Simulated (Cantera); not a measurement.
What does this Cantera script print?

```python
import numpy as np
import cantera as ct

gas_names = """
    N NO NO2 NO3 N2 N2O O O2 O3 Pb PbO Pb2
""".split()
cond_names = """
    Pb(cr) Pb(L) PbO(rd) PbO(yw) PbO(L) PbO2(s) Pb3O4(s)
""".split()


# ... load() reads the species with a 1 bar reference pressure and builds the phases ...
atoms = {
    'PbO': {'Pb': 1, 'O': 1},
    'O2': {'O': 2},
    'N2': {'N': 2},
}
top_T = {'Pb3O4(s)': 820}  # K; cautious upper limits of use, not melting points


# ... equilibrate(T, P, feed) seeds the gas with the atoms and calls Mixture.equilibrate('TP', solver="vcs", rtol=1e-11, max_steps=5000) ...
results = []
feed = {'PbO': 1, 'O2': 0.091, 'N2': 72}  # mol
P = 100000  # Pa
for T in [698, 748, 798, 848, 898, 948, 998, 1048]:
    mix = equilibrate(T, P, feed)
    results.append((T, P, feed, dict(zip(mix.species_names, mix.species_moles))))
    x = sorted(zip(gas.X, gas.species_names), reverse=True)
    print(f"T = {T:g} K  P = {P:g} Pa  gas = {mix.phase_moles(0):.4g} mol")
    print("   x: " + "  ".join(f"{s} {v:.3e}" for v, s in x if v > 1e-05))
    print("   condensed (mol): " + ("  ".join(f"{mix.phase(i).name} {mix.phase_moles(i):.4g}"
          for i in range(1, mix.n_phases) if mix.phase_moles(i) > 1e-12) or "none"))
```

It prints:

```
T = 698 K  P = 100000 Pa  gas = 72.09 mol
   x: N2 9.987e-01  O2 1.262e-03
   condensed (mol): PbO(rd) 1
T = 748 K  P = 100000 Pa  gas = 72.09 mol
   x: N2 9.987e-01  O2 1.262e-03
   condensed (mol): PbO(rd) 1
T = 798 K  P = 100000 Pa  gas = 72.09 mol
   x: N2 9.987e-01  O2 1.262e-03
   condensed (mol): PbO(yw) 1
T = 848 K  P = 100000 Pa  gas = 72.09 mol
   x: N2 9.987e-01  O2 1.262e-03
   condensed (mol): PbO(yw) 1
T = 898 K  P = 100000 Pa  gas = 72.09 mol
   x: N2 9.987e-01  O2 1.262e-03
   condensed (mol): PbO(yw) 1
T = 948 K  P = 100000 Pa  gas = 72.09 mol
   x: N2 9.987e-01  O2 1.262e-03
   condensed (mol): PbO(yw) 1
T = 998 K  P = 100000 Pa  gas = 72.09 mol
   x: N2 9.987e-01  O2 1.261e-03
   condensed (mol): PbO(yw) 1
T = 1048 K  P = 100000 Pa  gas = 72.09 mol
   x: N2 9.987e-01  O2 1.260e-03
   condensed (mol): PbO(yw) 0.9999
```

Equilibrium computed with Cantera from the NASA thermochemical tables; the gas is ideal and each condensed phase is pure.
